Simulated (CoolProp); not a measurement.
Vapour-liquid equilibrium of propane (1) + dimethyl ether (2) at -55.85 °C; x and y are mole fractions of (1).

The numbers come from the multi-fluid Helmholtz-energy mixture model, Lemmon 2009 and Wu 2011; pair parameters Bell 2016 in CoolProp.

Question: Give the bubble pressure and the first vapour's composition at x = 0.2, 0.275, 0.875. Is there an azeotrope?

Answer: x = 0.2: 35.61 kPa, y = 0.511; x = 0.275: 39.02 kPa, y = 0.582; x = 0.875: 52.07 kPa, y = 0.901. No azeotrope shows between x = 0.05 and 0.95.

The pair parameters rest on a limited set of measurements; away from them the model extrapolates.
